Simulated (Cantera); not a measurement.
An isothermal, constant-pressure homogeneous reactor starts with NO : N2 = 1 : 0.11 (molar parts), at 1950 K and 4400 Pa. Integrator tolerance rtol = 1e-08.

Detailed kinetics in Cantera: GRI-Mech 3.0 (53 species, 325 reactions). Radical loss at walls, strong at low pressure, is not modelled.

Question: What does this change do: temperature 1950 to 1900 K?

Answer: 
| quantity | before | after |
|---|---|---|
| x(NO) at 3.00 s | 0.643 (gas-phase equilibrium 0.00809) | 0.744 (gas-phase equilibrium 0.00698) |
| x(N2O) at 3.00 s | 0.000128 (gas-phase equilibrium 7.97e-8) | 0.000183 (gas-phase equilibrium 6.92e-8) |
| x(O) at 3.00 s | 0.000841 (gas-phase equilibrium 0.00144) | 0.000455 (gas-phase equilibrium 0.000956) |
| x(N2) at 3.00 s | 0.228 (gas-phase equilibrium 0.545) | 0.177 (gas-phase equilibrium 0.546) |
| x(O2) at 3.00 s | 0.128 (gas-phase equilibrium 0.445) | 0.0777 (gas-phase equilibrium 0.446) |

Question: What does this change do: N2 0.11 to 0.83 parts?

Answer: 
| quantity | before | after |
|---|---|---|
| x(NO) at 3.00 s | 0.643 (gas-phase equilibrium 0.00809) | 0.436 (gas-phase equilibrium 0.00724) |
| x(N2O) at 3.00 s | 0.000128 (gas-phase equilibrium 7.97e-8) | 6.57e-5 (gas-phase equilibrium 8.21e-8) |
| x(O) at 3.00 s | 0.000841 (gas-phase equilibrium 0.00144) | 0.000566 (gas-phase equilibrium 0.00112) |
| x(N2) at 3.00 s | 0.228 (gas-phase equilibrium 0.545) | 0.509 (gas-phase equilibrium 0.723) |
| x(O2) at 3.00 s | 0.128 (gas-phase equilibrium 0.445) | 0.0550 (gas-phase equilibrium 0.269) |
